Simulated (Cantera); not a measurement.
A perfectly stirred reactor is fed with CH3OH : O2 : N2 = 1 : 2.34 : 8.81 (molar parts), at 910000 Pa; it is adiabatic with a 350 K inlet, and is followed from long to short residence time, starting on the burning branch (τ in s: 0.047, 0.023, 0.012, 0.006, 0.003, 0.0015, 0.00077, 0.00039, 0.0002, 9.9e-05, 5e-05).

Cantera simulation using GRI-Mech 3.0 (53 species, 325 reactions); the numbers are that mechanism's predictions, not measurements. GRI-Mech 3.0 was tuned for natural gas; its chemistry of methanol as a main component is partial and can be far from experiment.

Q: What does this change do: CH3OH 1 to 1.3 parts?

A: 
```
quantity                                                                       before                                   after
------------------------------------------------  -----------------------------------  --------------------------------------
blow-out, bracketed by the residence times tried  burning at 0.200 ms, out at 99.0 µs  burning at 50.0 µs, the shortest tried
x(CH3OH) at τ = 47.0 ms                                                       2.35e-6                                 6.87e-7
x(O2) at τ = 47.0 ms                                                           0.0663                                  0.0295
x(HO2) at τ = 47.0 ms                                                         2.18e-6                                 2.67e-6
x(H2O2) at τ = 47.0 ms                                                        1.85e-7                                 2.89e-7
x(HCO) at τ = 47.0 ms                                                         9.52e-9                                 9.07e-9
x(CH3OH) at τ = 1.50 ms                                                       3.30e-5                                 1.33e-5
x(O2) at τ = 1.50 ms                                                           0.0671                                  0.0308
x(HO2) at τ = 1.50 ms                                                         1.79e-5                                 7.23e-6
x(H2O2) at τ = 1.50 ms                                                        7.41e-7                                 5.52e-7
x(HCO) at τ = 1.50 ms                                                         3.02e-7                                 2.91e-7
```

Q: What does this change do: pressure from 910000 Pa to 87000 Pa?

A: 
```tsv
quantity	before	after
blow-out, bracketed by the residence times tried	burning at 0.200 ms, out at 99.0 µs	burning at 0.390 ms, out at 0.200 ms
x(CH3OH) at τ = 47.0 ms	2.35e-6	5.72e-6
x(O2) at τ = 47.0 ms	0.0663	0.0663
x(HO2) at τ = 47.0 ms	2.18e-6	3.32e-6
x(H2O2) at τ = 47.0 ms	1.85e-7	1.32e-7
x(HCO) at τ = 47.0 ms	9.52e-9	9.87e-8
x(CH3OH) at τ = 1.50 ms	3.30e-5	5.74e-5
x(O2) at τ = 1.50 ms	0.0671	0.0691
x(HO2) at τ = 1.50 ms	1.79e-5	2.75e-5
x(H2O2) at τ = 1.50 ms	7.41e-7	5.08e-7
x(HCO) at τ = 1.50 ms	3.02e-7	2.95e-6
```
